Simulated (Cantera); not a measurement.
# Hydrocarbon pyrolysis for carbon deposition

A perfectly stirred reactor is fed with 14.9 % C3H8, 85.1 % H2, at 0.000138 atm; it is held at 1475 K, and followed from long to short residence time.

Detailed kinetics in Cantera: GRI-Mech 3.0 (53 species, 325 reactions). GRI-Mech 3.0 was tuned for natural gas; its chemistry of propane as a main component is partial and can be far from experiment. GRI-Mech 3.0 stops at C3 and has no aromatics, soot or wall deposition, so with more carbon than oxygen in the feed, carbon stays in small species such as C2H2 where larger ones or solid carbon would form. Radical loss at walls, strong at low pressure, is not modelled.

```json
[
 {"τ (s)": "2.1", "x C3H8": "0.00149", "x H2": "0.761", "x CH2": "3.02e-6", "x C2H2": "0.0912", "x C2H4": "0.0225", "x C2H": "3.41e-7", "x CH3": "0.00599"},
 {"τ (s)": "0.81", "x C3H8": "0.00354", "x H2": "0.752", "x CH2": "3.99e-6", "x C2H2": "0.0711", "x C2H4": "0.0394", "x C2H": "3.03e-7", "x CH3": "0.00813"},
 {"τ (s)": "0.31", "x C3H8": "0.00827", "x H2": "0.748", "x CH2": "5.46e-6", "x C2H2": "0.0477", "x C2H4": "0.0596", "x C2H": "2.31e-7", "x CH3": "0.0115"},
 {"τ (s)": "0.12", "x C3H8": "0.0190", "x H2": "0.750", "x CH2": "7.48e-6", "x C2H2": "0.0252", "x C2H4": "0.0747", "x C2H": "1.31e-7", "x CH3": "0.0165"},
 {"τ (s)": "0.045", "x C3H8": "0.0454", "x H2": "0.768", "x CH2": "9.17e-6", "x C2H2": "0.00782", "x C2H4": "0.0713", "x C2H": "3.47e-8", "x CH3": "0.0223"},
 {"τ (s)": "0.017", "x C3H8": "0.0948", "x H2": "0.807", "x CH2": "7.35e-6", "x C2H2": "0.000876", "x C2H4": "0.0384", "x C2H": "2.18e-9", "x CH3": "0.0203"},
 {"τ (s)": "0.0065", "x C3H8": "0.132", "x H2": "0.837", "x CH2": "2.80e-6", "x C2H2": "3.73e-5", "x C2H4": "0.0108", "x C2H": "4.07e-11", "x CH3": "0.0102"},
 {"τ (s)": "0.0025", "x C3H8": "0.144", "x H2": "0.847", "x CH2": "4.02e-7", "x C2H2": "1.05e-6", "x C2H4": "0.00227", "x C2H": "<1e-12", "x CH3": "0.00360"},
 {"τ (s)": "0.00094", "x C3H8": "0.148", "x H2": "0.850", "x CH2": "2.34e-8", "x C2H2": "1.94e-8", "x C2H4": "0.000355", "x C2H": "<1e-12", "x CH3": "0.00115"}
]
```
x: mole fraction; the columns are a selection and need not sum to one.
